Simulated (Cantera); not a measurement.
Mixture: CH₄ : O₂ : N₂ : CO₂ = 1 : 1.18 : 4.42 : 0.74 (molar parts), equivalence ratio 1.7, at 4580 Torr, adiabatic and at constant volume. Ignition delay is the time to a rise of 400 K.

Detailed kinetics in Cantera: GRI-Mech 3.0 (53 species, 325 reactions).

### Question
Predict: delay at 1125 K; delay at 1225 K; delay at 1325 K; delay at 1425 K; delay at 1525 K; delay at 1625 K; delay at 1725 K; apparent activation energy between 1525 and 1725 K.

### Answer
| Property | Value |
|---|---|
| delay at 1125 K | 31.7 ms |
| delay at 1225 K | 8.64 ms |
| delay at 1325 K | 2.63 ms |
| delay at 1425 K | 0.876 ms |
| delay at 1525 K | 0.313 ms |
| delay at 1625 K | 0.120 ms |
| delay at 1725 K | 50.4 µs |
| apparent activation energy between 1525 and 1725 K | 200 kJ/mol |
